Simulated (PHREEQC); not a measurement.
Synthetic water in mg/kgw, 25 °C, pH 6.4, pe 9.1:

| constituent | mg/kgw |
|---|---|
| Na | 1.11 |
| K | 0.189 |
| Ca | 5.16 |
| Mg | 0.427 |
| Cl | 2.53 |
| S(6) as SO4 | 0.657 |
| Alkalinity as HCO3 | 16.1 |
| B | 0.000825 |
| Br | 0.0822 |
| Cd | 0.012 |
| Si as SiO2 | 0.0178 |

Valence states are taken as typed.

All values are PHREEQC results (ion-association model, phreeqc.dat), not measurements.

```tsv
quantity	before	after
HCO3- (mol/kgw)	0.000264	0.000262
CO2 (mol/kgw)	0.000230	0.000242
CaHCO3+ (mol/kgw)	3.90e-7	6.09e-7
CaSO4 (mol/kgw)	1.25e-7	1.77e-7
MgHCO3+ (mol/kgw)	4.88e-8	8.82e-8
CO3-2 (mol/kgw)	3.35e-8	5.26e-8
SI of Otavite (CdCO3)	-2.44	-2.26
SI of Quartz (SiO2)	-2.55	-3.33
```

Q: Which change was made?
(A) pH from 6.4 to 7.4 at the same alkalinity
(B) all concentrations times 2 at the same typed pH
(C) Mg from 0.427 to 0.213 mg/kgw
(D) temperature from 25 to 90 °C at the same typed pH

A: D, temperature from 25 to 90 °C at the same typed pH

This is a speciation only: nothing precipitates in the calculation. At this temperature some constants are extrapolated from 25 °C, and those without enthalpy data are left unchanged.
